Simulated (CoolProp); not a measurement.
A single-stage vapour-compression cycle with c-C4F8 (RC318): evaporating at 298.15 K (dew point), condensing at 335.15 K (bubble point), superheat 5 K, subcooling 0 K, compressor efficiency 0.7, no pressure losses. Each further row changes one setting.

Computed with CoolProp (reference Helmholtz-energy equation of state, Platzer 1990). This equation is an older, rougher fit; its heat capacities, sound speeds and derivatives of the liquid may be far off and weren't checked against measurements.

```json
[
 {"case": "as stated", "cooling COP": "4.04", "pressure ratio": "2.82", "discharge temperature (K)": "335.1", "refrigerating effect (kJ/kg)": "65.2", "volumetric capacity (kJ/m³)": "1790"},
 {"case": "evaporating temperature 303.15 K", "cooling COP": "4.97", "pressure ratio": "2.41", "discharge temperature (K)": "335.1", "refrigerating effect (kJ/kg)": "68.6", "volumetric capacity (kJ/m³)": "2190"},
 {"case": "condensing temperature 330.15 K", "cooling COP": "4.97", "pressure ratio": "2.49", "discharge temperature (K)": "330.1", "refrigerating effect (kJ/kg)": "71.3", "volumetric capacity (kJ/m³)": "1950"},
 {"case": "subcooling 5 K", "cooling COP": "4.42", "pressure ratio": "2.82", "discharge temperature (K)": "335.1", "refrigerating effect (kJ/kg)": "71.3", "volumetric capacity (kJ/m³)": "1950"},
 {"case": "superheat 15 K", "cooling COP": "4.28", "pressure ratio": "2.82", "discharge temperature (K)": "341.4", "refrigerating effect (kJ/kg)": "73.5", "volumetric capacity (kJ/m³)": "1930"},
 {"case": "compressor efficiency 0.6", "cooling COP": "3.46", "pressure ratio": "2.82", "discharge temperature (K)": "335.1", "refrigerating effect (kJ/kg)": "65.2", "volumetric capacity (kJ/m³)": "1790"}
]
```

The compression ends wet for: as stated; evaporating temperature 303.15 K; condensing temperature 330.15 K; subcooling 5 K; compressor efficiency 0.6.
